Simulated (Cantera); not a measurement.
What does this Cantera script print?

```python
import numpy as np
import cantera as ct

gas_names = """
    AL ALCL ALCL2 ALCL3 ALN AL2 AL2CL6 CL CL2 N N2
""".split()
cond_names = """
    AL(cr) AL(L) ALCL3(s) ALCL3(L) ALN(s)
""".split()


# ... load() reads the species with a 1 bar reference pressure and builds the phases ...
atoms = {
    'AlN': {'AL': 1, 'N': 1},
    'Cl2': {'CL': 2},
}
top_T = {'ALN(s)': 2750}  # K; cautious upper limits of use, not melting points


# ... equilibrate(T, P, feed) seeds the gas with the atoms and calls Mixture.equilibrate('TP', solver="vcs", rtol=1e-11, max_steps=5000) ...
results = []
feed = {'AlN': 1, 'Cl2': 0.32}  # mol
T = 1173  # K
P = 54000  # Pa
mix = equilibrate(T, P, feed)
results.append((T, P, feed, dict(zip(mix.species_names, mix.species_moles))))
print(gas.report(threshold=1e-05))
for i in range(1, mix.n_phases):
    print(f"{mix.phase(i).name:16s} {mix.phase_moles(i):12.5e} mol")
```

It prints:

```
       temperature   1173 K
          pressure   54000 Pa
           density   0.54555 kg/m^3
  mean mol. weight   98.531 kg/kmol
   phase of matter   gas

                          1 kg             1 kmol
                     ---------------   ---------------
          enthalpy       -3.4054e+06       -3.3554e+08  J
   internal energy       -3.5044e+06        -3.453e+08  J
           entropy            3761.8        3.7065e+05  J/K
    Gibbs function        -7.818e+06       -7.7032e+08  J
 heat capacity c_p            671.62             66176  J/K
 heat capacity c_v            587.24             57861  J/K

                      mass frac. Y      mole frac. X     chem. pot. / RT
                     ---------------   ---------------   ---------------
             ALCL2        6.6401e-05        6.6842e-05           -77.905
             ALCL3           0.89638           0.66242           -104.61
            AL2CL6         0.0084866         0.0031358           -209.21
                N2          0.095069           0.33438           -27.002
     [   +7 minor]        1.7818e-07        2.9966e-07

AL(L)             0.00000e+00 mol
ALCL3(L)          0.00000e+00 mol
ALN(s)            7.86660e-01 mol
```

Equilibrium computed with Cantera from the NASA thermochemical tables; the gas is ideal and each condensed phase is pure. The tables' values for AlCl2 are old estimates; treat these amounts as uncertain.
